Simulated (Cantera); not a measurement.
# Diamond growth

A diamond (100) surface in a fixed gas of H2 with x(CH4) = 0.0031, x(H) = 0.02, x(CH3) = 1.5e-05, at 1223 K; coverages are run to steady state.

Cantera simulation using the Harris–Goodwin 1993 mechanism for the reconstructed diamond (100) surface; the numbers are that mechanism's predictions, not measurements.

| P (Pa) | growth (µm/h) | θ c6HH | θ c6H* | θ c6*H | θ c6** | θ c6HM |
|---|---|---|---|---|---|---|
| 890 | 0.0337 | 0.423 | 0.0410 | 0.502 | 0.0342 | 2.73e-5 |
| 1500 | 0.0761 | 0.423 | 0.0410 | 0.502 | 0.0342 | 4.17e-5 |
| 2700 | 0.189 | 0.423 | 0.0411 | 0.501 | 0.0342 | 6.34e-5 |
| 4600 | 0.418 | 0.423 | 0.0411 | 0.501 | 0.0342 | 8.66e-5 |
| 7900 | 0.887 | 0.423 | 0.0413 | 0.501 | 0.0342 | 0.000111 |
| 14000 | 1.85 | 0.423 | 0.0415 | 0.501 | 0.0343 | 0.000133 |
| 24000 | 3.54 | 0.423 | 0.0420 | 0.500 | 0.0344 | 0.000150 |
| 41000 | 6.48 | 0.423 | 0.0427 | 0.500 | 0.0346 | 0.000162 |
θ: site fractions in the mechanism's names (c6HH fully hydrogenated, c6H* and c6*H radical sites, c6** diradical, c6HM methylated).
